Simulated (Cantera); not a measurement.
# Premixed flame

A freely propagating, adiabatic, planar premixed flame of 10.6 % CH₄, 21.6 % O₂, 61.3 % N₂, 6.55 % H₂O, unburnt at 700 K and 4.10 bar; mixture-averaged transport, grid criteria slope 0.08 and curve 0.16, no radiation.

Detailed kinetics in Cantera: GRI-Mech 3.0 (53 species, 325 reactions). Burning velocities carry a grid error of a few per cent, more on coarse grids.

```json
[
 {"z (mm)": "-0.266", "T (K)": "700", "u (m/s)": "1.41", "x CH₄": "0.106", "x O₂": "0.215", "x H₂O": "0.0655", "x O": "<1e-8", "x HCN": "<1e-8", "x C₂H₄": "4.69e-8"},
 {"z (mm)": "-0.177", "T (K)": "703", "u (m/s)": "1.42", "x CH₄": "0.105", "x O₂": "0.215", "x H₂O": "0.0660", "x O": "<1e-8", "x HCN": "<1e-8", "x C₂H₄": "7.10e-7"},
 {"z (mm)": "-0.133", "T (K)": "713", "u (m/s)": "1.44", "x CH₄": "0.104", "x O₂": "0.214", "x H₂O": "0.0677", "x O": "<1e-8", "x HCN": "<1e-8", "x C₂H₄": "4.08e-6"},
 {"z (mm)": "-0.0887", "T (K)": "777", "u (m/s)": "1.58", "x CH₄": "0.0986", "x O₂": "0.208", "x H₂O": "0.0768", "x O": "4.56e-8", "x HCN": "8.22e-8", "x C₂H₄": "3.75e-5"},
 {"z (mm)": "-0.0443", "T (K)": "1165", "u (m/s)": "2.40", "x CH₄": "0.0703", "x O₂": "0.172", "x H₂O": "0.123", "x O": "1.12e-5", "x HCN": "9.11e-7", "x C₂H₄": "0.000412"},
 {"z (mm)": "-0.0222", "T (K)": "1587", "u (m/s)": "3.31", "x CH₄": "0.0385", "x O₂": "0.127", "x H₂O": "0.170", "x O": "0.000124", "x HCN": "2.42e-6", "x C₂H₄": "0.000862"},
 {"z (mm)": "0", "T (K)": "1993", "u (m/s)": "4.19", "x CH₄": "0.00911", "x O₂": "0.0738", "x H₂O": "0.215", "x O": "0.000816", "x HCN": "5.07e-6", "x C₂H₄": "0.000476"},
 {"z (mm)": "0.0222", "T (K)": "2181", "u (m/s)": "4.57", "x CH₄": "0.000667", "x O₂": "0.0426", "x H₂O": "0.235", "x O": "0.00251", "x HCN": "4.68e-6", "x C₂H₄": "2.48e-5"},
 {"z (mm)": "0.0443", "T (K)": "2251", "u (m/s)": "4.70", "x CH₄": "2.50e-5", "x O₂": "0.0312", "x H₂O": "0.240", "x O": "0.00342", "x HCN": "1.89e-6", "x C₂H₄": "3.09e-7"},
 {"z (mm)": "0.0887", "T (K)": "2335", "u (m/s)": "4.84", "x CH₄": "5.34e-8", "x O₂": "0.0245", "x H₂O": "0.244", "x O": "0.00312", "x HCN": "2.23e-7", "x C₂H₄": "<1e-8"},
 {"z (mm)": "0.177", "T (K)": "2425", "u (m/s)": "5.00", "x CH₄": "<1e-8", "x O₂": "0.0201", "x H₂O": "0.250", "x O": "0.00222", "x HCN": "<1e-8", "x C₂H₄": "<1e-8"},
 {"z (mm)": "0.355", "T (K)": "2498", "u (m/s)": "5.12", "x CH₄": "<1e-8", "x O₂": "0.0167", "x H₂O": "0.256", "x O": "0.00150", "x HCN": "<1e-8", "x C₂H₄": "<1e-8"},
 {"z (mm)": "0.709", "T (K)": "2536", "u (m/s)": "5.19", "x CH₄": "<1e-8", "x O₂": "0.0149", "x H₂O": "0.259", "x O": "0.00117", "x HCN": "<1e-8", "x C₂H₄": "<1e-8"}
]
```
x: mole fraction of selected species; z is measured from the peak of heat release.

| Quantity | Value |
|---|---|
| laminar burning velocity | 141 cm/s |
| thermal thickness | 0.0887 mm |
| peak x(O) | 0.00346 |
| peak x(HCN) | 5.64e-6 |
| peak x(C₂H₄) | 0.000898 |
| grid points | 142 |
